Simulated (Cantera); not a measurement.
Charge: 1 mol BN, 570 mol H2, equilibrated at 700 K and 75.0 Torr.

These are equilibrium values from Cantera (NASA tables, ideal gas, pure condensed phases), not measurements of a reactor. Candidate condensed phases: B, BN; 15 gas species. Equilibrium is a limit: real reactors are often held back by kinetics, nucleation or transport.

Base state: H2 1.00 (mole fractions); condensed: BN(s).

Task: What changes in the equilibrium state with this change: BN replaced by Si3N4?

Result: 
```tsv
species	before	after
H2	1.00	1.00
BN(s), mol	1.00	0
Si3N4(s), mol	0	1.00
```
Further candidate phases: Si, Si3N4.
